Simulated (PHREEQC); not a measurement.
## Phosphoric acid bath: an equilibrium model

Dissolve 0.012 mol/kgw H3PO4 and 0.032 mol/kgw K2HPO4 at 85 °C. Closed to the air; pH follows from the charge balance.

Equilibrium calculation in PHREEQC: ion-association model, wateq4f.dat.

Precipitation was switched off in this run.

Problem. Estimate the pH, ionic strength.

Solution. pH 6.65; ionic strength 0.0824 mol/kgw.

Problem. In which forms is P present?

Solution. H2PO4- 55 %, HPO4-2 44 %, KHPO4- 1.9 % of the P.

Complexes and solids missing from the database can't appear. H3PO4, which wateq4f.dat lacks, is added to it with the constant of phreeqc.dat. Constants without temperature data keep their 25 °C values here.
